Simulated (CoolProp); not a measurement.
Properties of 1-butene along the isotherm 79.55 °C (Tc = 146.1 °C, pc = 4.006 MPa, ω = 0.192).

The numbers come from the reference Helmholtz-energy equation of state, Lemmon 2005 in CoolProp. It is a short technical equation, of lower accuracy than the large ones.

| p (MPa) | phase | density (kg/m³) | cv (kJ/(kg K)) | Joule-Thomson coefficient (K/MPa) | isothermal compressibility (1/MPa) | expansivity (1/kK) |
|---|---|---|---|---|---|---|
| 0.019 | gas | 0.3646 | 1.585 | 15.14 | 52.78 | 2.862 |
| 0.036 | gas | 0.6926 | 1.586 | 15.18 | 27.93 | 2.887 |
| 0.0683 | gas | 1.321 | 1.589 | 15.27 | 14.80 | 2.935 |
| 0.129 | gas | 2.518 | 1.594 | 15.45 | 7.912 | 3.029 |
| 0.245 | gas | 4.875 | 1.604 | 15.80 | 4.251 | 3.224 |
| 0.465 | gas | 9.623 | 1.626 | ? | 2.339 | 3.667 |
| 0.882 | gas | ? | 1.676 | 18.67 | 1.379 | 4.935 |
| 1.67 | liquid | 512.6 | 1.757 | 0.1401 | 0.008463 | 3.382 |
| 3.17 | liquid | 518.7 | 1.755 | 0.06840 | 0.007420 | 3.100 |
| 6.01 | liquid | 528.6 | 1.752 | ? | 0.006066 | 2.720 |

Some entries are withheld; supply them.


- 0.465, Joule-Thomson coefficient (K/MPa): 16.59
- 0.882, density (kg/m³): 19.96
- 6.01, Joule-Thomson coefficient (K/MPa): -0.03006
